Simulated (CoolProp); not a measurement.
Vapour-liquid equilibrium of methane (1) + ethylene (2) at -140.45 °C; x and y are mole fractions of (1).

The numbers come from the multi-fluid Helmholtz-energy mixture model, Setzmann 1991 and Smukala 2000; pair parameters Bell 2016 in CoolProp.

```tsv
x	bubble pressure (kPa)	y at the bubble point	dew pressure at overall composition x (kPa)	liquid density (mol/L)
0.05	___	0.857	6.177	___
0.15	___	0.948	6.900	22.47
0.25	155.4	0.968	7.814	22.76
0.35	200.9	0.978	9.007	23.05
0.45	239.7	0.983	___	23.32
0.55	273.7	0.987	12.96	___
0.65	305.1	0.989	16.61	23.80
0.75	___	___	23.11	24.00
0.85	369.8	0.995	37.95	24.16
0.95	408.3	0.998	105.4	24.26
```

Complete the blanks.


- 0.05, bubble pressure (kPa): 39.77
- 0.05, liquid density (mol/L): 22.17
- 0.15, bubble pressure (kPa): 101.8
- 0.45, dew pressure at overall composition x (kPa): 10.63
- 0.55, liquid density (mol/L): 23.57
- 0.75, bubble pressure (kPa): 336.3
- 0.75, y at the bubble point: 0.992

No azeotrope shows between x = 0.05 and 0.95.

The pair parameters rest on a limited set of measurements; away from them the model extrapolates.
